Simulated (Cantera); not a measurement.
## Transport properties of process gases

Gas mixture: O2 = 0.69 (molar parts), at 0.000300 bar, frozen composition.

Cantera's kinetic-theory transport with the Lennard-Jones parameters of GRI-Mech 3.0, ideal gas; thermal conductivity in the mixture-averaged form.

```
T (K)  ρ (kg/m³)  cp (J/kg/K)  μ (µPa s)  λ (mW/m/K)     Pr  D (cm²/s) NH3  D (cm²/s) H2  D (cm²/s) CO2
-----  ---------  -----------  ---------  ----------  -----  -------------  ------------  -------------
400     0.000289        941.4       25.6        33.9  0.713           1300          4450            892
500     0.000231        971.4       30.0        41.1  0.709           1970          6470           1330
600     0.000192         1003       34.1        48.2  0.709           2740          8780           1830
700     0.000165         1031       37.8        55.0  0.709           3610         11400           2380
800     0.000144         1055       41.4        61.4  0.710           4570         14200           3000
900     0.000128         1074       44.7        67.6  0.710           5620         17200           3660
```
D: mixture-averaged diffusion coefficient of that species in the mixture.
